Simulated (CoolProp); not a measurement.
Model: reference Helmholtz-energy equation of state, Thol 2018, in CoolProp.

Question: For hydrogen chloride, give the phase and the cp (kJ/(kg K)), speed of sound (m/s), Joule-Thomson coefficient (K/MPa) at 396.85 °C and 7.79 MPa; 396.85 °C and 12.5 MPa.

Answer: 
- 396.85 °C and 7.79 MPa: gas; cp 0.878, speed of sound 464, Joule-Thomson coefficient 2.80
- 396.85 °C and 12.5 MPa: supercritical; cp 0.912, speed of sound 468, Joule-Thomson coefficient 2.51
